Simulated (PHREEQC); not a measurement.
0.011 g of hydrous ferric oxide (600 m²/g; 0.2 weak and 0.005 strong sites per Fe, Dzombak-Morel constants, diffuse double layer) in 1 kg of water with 0.1 mol/kgw of an inert sodium salt and 0.0021 mmol/kgw PbCl2, 0.007 mmol/kgw Na2SO4 and 0.00059 mmol/kgw CuCl2, at 25 °C; the pH is set by adding NaOH or the inert anion's acid. Oxygen alone is held at its pressure in air (log pO2 = -0.68). No CO2 enters from the air. No solid was allowed to form.

Model: ion-association model, wateq4f.dat, run in PHREEQC.

| pH | Pb sorbed (%) | S sorbed (%) | Cu sorbed (%) |
|---|---|---|---|
| 4 | 4.0 | 42.8 | 0.1 |
| 4.5 | 16.1 | 35.4 | 0.5 |
| 5 | 26.6 | 24.5 | 1.9 |
| 5.5 | 31.7 | 13.1 | 9.1 |
| 6 | 45.3 | 5.2 | 39.0 |
| 6.5 | 75.2 | 1.6 | 78.9 |
| 7 | (withheld) | 0.4 | 93.6 |
| 7.5 | 99.0 | 0.1 | 95.5 |
| 8 | 99.8 | 0.0 | (withheld) |
| 8.5 | 99.9 | 0.0 | 93.5 |
| 9 | 100.0 | 0.0 | 91.7 |
| 9.5 | 100.0 | 0.0 | 88.9 |
| 10 | 100.0 | 0.0 | 84.0 |
| 10.5 | 100.0 | 0.0 | 74.8 |
| 11 | 99.9 | 0.0 | (withheld) |
| 11.5 | 98.7 | 0.0 | (withheld) |
| 12 | 75.9 | 0.0 | 10.3 |

Problem. Fill in the missing entries.

Solution. 
- 7, Pb sorbed (%): 94.3
- 8, Cu sorbed (%): 94.8
- 11, Cu sorbed (%): 58.0
- 11.5, Cu sorbed (%): 32.3

Along this series the solution becomes supersaturated in solids that the run did not let form, among them Pb(OH)2. The database's constant for dissolved Cu(OH)2 is higher than later reviews accept.
